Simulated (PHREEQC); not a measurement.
A solution holds 0.13 mol ZnSO4, 0.0004 mol H3BO3 and 0.027 mol FeSO4 per kg of water, at 20 °C. Closed to the air; pH follows from the charge balance.

Computed with PHREEQC (ion-association model, phreeqc.dat).

```
quantity                        before    after
------------------------------  ------  -------
pH                                5.62     1.01
ionic strength (mol/kgw)         0.313    0.498
Zn+2 (mol/kgw)                  0.0616   0.0889
SO4-2 (mol/kgw)                 0.0572   0.0325
ZnSO4 (mol/kgw)                 0.0473   0.0262
Zn(SO4)2-2 (mol/kgw)            0.0211  0.00575
SI of Melanterite (FeSO4:7H2O)   -1.90    -2.29
SI of Zn(OH)2(e) (Zn(OH)2)       -2.07   -11.20
```

What was changed between the two runs?
A. diluted 5-fold with water
B. ZnSO4 from 0.13 to 0.195 mol/kgw
C. ZnSO4 from 0.13 to 0.013 mol/kgw
D. H3BO3 left out
E. 0.21 mol/kgw HCl added

E, 0.21 mol/kgw HCl added

No solid was allowed to form.
